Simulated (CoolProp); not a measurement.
Saturated liquid density (kg/m³) of acetone: the reference equation beside estimates from Tc = 235.0 °C, pc = 4.692 MPa, ω = 0.307. Rackett uses Z = 0.29056 − 0.08775 ω.

Values from CoolProp's reference Helmholtz-energy equation of state, Lemmon 2006. It is a short technical equation, of lower accuracy than the large ones.

| T (°C) | reference | Rackett | van der Waals | Redlich-Kwong | Soave-Redlich-Kwong |
|---|---|---|---|---|---|
| 24.85 | 784.8 | 689.6 | 401.3 | 591.6 | 613.3 |
| 39.15 | 768.6 | 675.5 | 393.6 | 578.4 | 601.6 |
| 53.55 | 751.9 | 660.8 | 385.6 | 564.5 | 588.9 |
| 67.95 | 734.7 | 645.7 | 377.2 | 549.7 | 575.3 |
| 82.25 | 716.9 | 630.0 | 368.4 | 534.1 | 560.7 |
| 96.65 | 698.3 | 613.6 | 359.0 | 517.5 | 544.9 |
| 110.95 | 678.9 | 596.6 | 349.2 | 499.9 | 527.8 |
| 125.35 | 658.2 | 578.4 | 338.7 | 480.9 | 509.1 |
| 139.65 | 636.2 | 559.3 | 327.4 | 460.7 | 488.7 |
| 154.05 | 612.3 | 538.5 | 315.1 | 438.5 | 466.0 |
| 168.35 | 586.3 | 516.0 | 301.7 | 414.4 | 440.7 |
| 182.75 | 557.0 | 490.8 | 286.7 | 387.4 | 411.9 |

Absolute difference from the reference over all 12 rows, mean and median: Rackett 12.1 and 12.1 %, van der Waals 48.6 and 48.6 %, Redlich-Kwong 26.7 and 26.1 %, Soave-Redlich-Kwong 22.8 and 22.1 %.
